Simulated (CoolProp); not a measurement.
Values from CoolProp's reference Helmholtz-energy equation of state, Lemmon 2006. It is a short technical equation, of lower accuracy than the large ones.

Give the vapour pressure (MPa), vapour density (kg/m³), liquid viscosity (µPa s) of saturated C3F8 (R218) at 291 K.


```csv
T (K),p (MPa),vapour density (kg/m³),liquid viscosity (µPa s)
291,0.712,69.3,187
```

Viscosity comes from a separate model (Huber 2003), an estimate that may be off by 10 % or more.
